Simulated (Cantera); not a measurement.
Charge: 1 mol C₃H₈, a varied amount of H₂O, at 2698.15 K and 4.10 bar.

Cantera equilibrium calculation (NASA polynomials, part measured and part estimated; ideal gas, pure solids and liquids). Candidate condensed phases: C, C₆H₆, C₇H₈, C₈H₁₈, H₂O; 110 gas species. Equilibrium is a limit: real reactors are often held back by kinetics, nucleation or transport.

Q: What share of the C ends up in condensed phases as a function of n(H₂O) (mol), at 0.4, 0.54, 0.73, 0.99, 1.3, 1.8, 2.4, 3.3, 4.5?

A: 
| n(H₂O) (mol) | C condensed (%) | as |
|---|---|---|
| 0.4 | 79.8 | C(graphite) |
| 0.54 | 74.9 | C(graphite) |
| 0.73 | 68.3 | C(graphite) |
| 0.99 | 59.2 | C(graphite) |
| 1.3 | 48.4 | C(graphite) |
| 1.8 | 31.0 | C(graphite) |
| 2.4 | 10.0 | C(graphite) |
| 3.3 | 0.0 | - |
| 4.5 | 0.0 | - |
